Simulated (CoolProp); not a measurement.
The fluid at 298.15 K and 0.76 MPa flows at 0.051 m/s in a round tube of 50 mm bore and 45 µm roughness, fully developed (64/Re and Nu = 3.66 if laminar; Colebrook and Gnielinski if turbulent). The same conditions are run with several fluids, on thermodynamics alone (safety and materials aside).

Values from CoolProp's reference Helmholtz-energy equation of state of each fluid (R142b: Lemmon 2006; c-C4F8 (RC318): Platzer 1990; R245fa: Akasaka 2015). The equations of Platzer and Polt are older, rougher fits.

| fluid | Reynolds number | Darcy friction factor | pressure drop (Pa/m) | heat-transfer coefficient (W/(m² K)) | mass flow (kg/h) |
|---|---|---|---|---|---|
| R142b | 12300 | 0.0308 | 0.890 | 125 | 401 |
| c-C4F8 (RC318) | 10400 | … | 1.25 | 105 | … |
| R245fa | 8580 | 0.0334 | … | 119 | 483 |

Question: Some entries are withheld; supply them.

Answer: 
- c-C4F8 (RC318), Darcy friction factor: 0.0319
- c-C4F8 (RC318), mass flow (kg/h): 541
- R245fa, pressure drop (Pa/m): 1.17

Transport values come from each fluid's own correlations; those of R142b, c-C4F8 (RC318), R245fa are estimates that may be off by 10 % or more.
